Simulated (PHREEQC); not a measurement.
# Nickel, zinc or cadmium bath: an equilibrium model

Make-up at 65 °C: 0.022 mol/kgw CdSO4, 0.22 mol/kgw KCl and 0.058 mol/kgw HCl. Closed to the air; pH follows from the charge balance.

Equilibrium calculation in PHREEQC: ion-association model, wateq4f.dat.

The pH is 1.47 and the ionic strength comes out as 0.283 mol/kgw. The activity of water is 0.991 and the total alkalinity comes out as -58.0 meq/kg.

```
species  molality  activity   log γ
-------  --------  --------  ------
Cl-         0.248     0.165  -0.177
K+          0.217     0.145  -0.177
H+         0.0438    0.0338  -0.113
HSO4-      0.0142   0.00974  -0.163
CdCl+      0.0120   0.00859  -0.145
CdCl2     0.00632   0.00675   0.028
SO4-2     0.00471   0.00110  -0.632
KSO4-     0.00292   0.00207  -0.150
Cd+2      0.00183  0.000483  -0.579
```

This is a speciation only: nothing precipitates in the calculation. Species that the database lacks are ignored. Away from 25 °C the constants follow the database's enthalpies or fits; those with neither stay at their 25 °C values.
